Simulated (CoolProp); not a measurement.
A closed Brayton cycle with dry air: compressor inlet 315.15 K and 4.8 MPa, high pressure 10.7 MPa, turbine inlet 895 K, compressor efficiency 0.8, turbine efficiency 0.93, recuperator effectiveness 0 (on enthalpy, no pinch check). Each further row changes one setting.

Values from CoolProp's reference Helmholtz-energy equation of state, Lemmon 2000. It is a pseudo-pure fit of the blend.

```tsv
case	thermal efficiency (%)	net work (kJ/kg)	compressor to turbine work	compressor exit (K)	turbine exit (K)
as stated	14.2	74.1	0.58	417.1	737.8
turbine inlet 845 K	…	…	0.62	417.1	…
compressor inlet 325.15 K	13.9	70.6	0.60	430.2	737.8
high pressure 9.09 MPa	11.7	63.9	…	…	…
recuperator effectiveness 0.5	…	74.1	0.58	417.1	737.8
```

Q: What belongs in the gaps?

A: 
- turbine inlet 845 K, thermal efficiency (%): 13.7
- turbine inlet 845 K, net work (kJ/kg): 64.1
- turbine inlet 845 K, turbine exit (K): 695.1
- high pressure 9.09 MPa, compressor to turbine work: 0.56
- high pressure 9.09 MPa, compressor exit (K): 394.4
- high pressure 9.09 MPa, turbine exit (K): 767.6
- recuperator effectiveness 0.5, thermal efficiency (%): 21.0
